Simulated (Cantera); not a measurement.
Standard-state values (1 bar) from the NASA 1993 polynomials, evaluated with Cantera. Values are per mole of reaction as written; species without (g) are pure solids or liquids, kept so even where they would boil at 1 bar. TiC: taken at fixed stoichiometry.

2 NH₃(g) + 4 TiC → C₂H₄(g) + 2 HCN(g) + 4 Ti, with ΔH° = 1150.8 kJ and ΔS° = 263.5 J/K at 300 K.

Problem. How far is the shortcut ΔG° ≈ ΔH°(300 K) − T·ΔS°(300 K) from the full temperature-dependent value at 498, 598, 698, 798, 898, 998, 1098, 1198, 1298 K?

Solution. 
```tsv
T (K)	shortcut (kJ)	full (kJ)	difference (kJ)	difference in log10 K	condensed phases
498	1019.6	1019.5	0.1	-0.01	TiC(s), Ti(α)
598	993.2	993.3	-0.1	0.01	TiC(s), Ti(α)
698	966.9	967.2	-0.4	0.03	TiC(s), Ti(α)
798	940.5	941.3	-0.7	0.05	TiC(s), Ti(α)
898	914.2	915.4	-1.2	0.07	TiC(s), Ti(α)
998	887.8	889.4	-1.6	0.08	TiC(s), Ti(α)
1098	861.5	863.3	-1.9	0.09	TiC(s), Ti(α)
1198	835.1	836.5	-1.3	0.06	TiC(s), Ti(β)
1298	808.8	808.9	-0.1	0.00	TiC(s), Ti(β)
```
The shortcut ignores heat capacities and the phase changes listed.
